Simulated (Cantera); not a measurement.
An adiabatic, constant-volume homogeneous reactor starts with CO : H2 : CH4 : O2 : N2 = 1 : 0.087 : 0.96 : 2.74 : 10.3 (molar parts), at 1450 K and 3750 Torr.

Detailed kinetics in Cantera: GRI-Mech 3.0 (53 species, 325 reactions).

Predict: time of steepest temperature rise; temperature at 0.300 s; equilibrium temperature; x(CO) at 0.300 s; x(H2) at 0.300 s; x(NO2) at 0.300 s; x(HO2) at 0.300 s.


```
Item                                                                Result
---------------------------------  ---------------------------------------
time of steepest temperature rise                                 0.319 ms
temperature at 0.300 s                                              2982 K
equilibrium temperature                                             2982 K
x(CO) at 0.300 s                     0.0462 (gas-phase equilibrium 0.0462)
x(H2) at 0.300 s                   0.00848 (gas-phase equilibrium 0.00848)
x(NO2) at 0.300 s                  1.19e-5 (gas-phase equilibrium 1.19e-5)
x(HO2) at 0.300 s                  1.84e-5 (gas-phase equilibrium 1.84e-5)
```
